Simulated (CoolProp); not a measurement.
Vapour-liquid equilibrium of propane (1) + R152A (2) at 252.9 K; x and y are mole fractions of (1).

The numbers come from the multi-fluid Helmholtz-energy mixture model, Lemmon 2009 and Outcalt 1996; pair parameters Bell 2016 in CoolProp.

### Question
Give the bubble pressure and the first vapour's composition at x = 0.05, 0.5, 0.95. Is there an azeotrope?

### Answer
x = 0.05: 155.5 kPa, y = 0.258; x = 0.5: 263.8 kPa, y = 0.668; x = 0.95: 255.5 kPa, y = 0.909. y crosses x between x = 0.65 and 0.8: the model has an azeotrope there.

The pair parameters rest on a limited set of measurements; away from them the model extrapolates. With so large a gap from Raoult's law the liquid may split in two, which this calculation doesn't test in full.
